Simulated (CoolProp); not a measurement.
Fluoroethane (R161) at 293.15 K and 0.521 MPa is throttled through a valve to 0.324 MPa with no heat exchange. Each further row changes one setting.

The numbers come from the reference Helmholtz-energy equation of state, Wu 2012 in CoolProp.

| case | temperature change (K) | final density (kg/m³) |
|---|---|---|
| as stated | (withheld) | (withheld) |
| outlet pressure 0.0972 MPa | (withheld) | (withheld) |
| outlet pressure 0.421 MPa | (withheld) | (withheld) |

Task: Fill in the missing entries.

Result: 
- as stated, temperature change (K): -4.8
- as stated, final density (kg/m³): 6.90
- outlet pressure 0.0972 MPa, temperature change (K): -10.5
- outlet pressure 0.0972 MPa, final density (kg/m³): 2.02
- outlet pressure 0.421 MPa, temperature change (K): -2.5
- outlet pressure 0.421 MPa, final density (kg/m³): 9.04
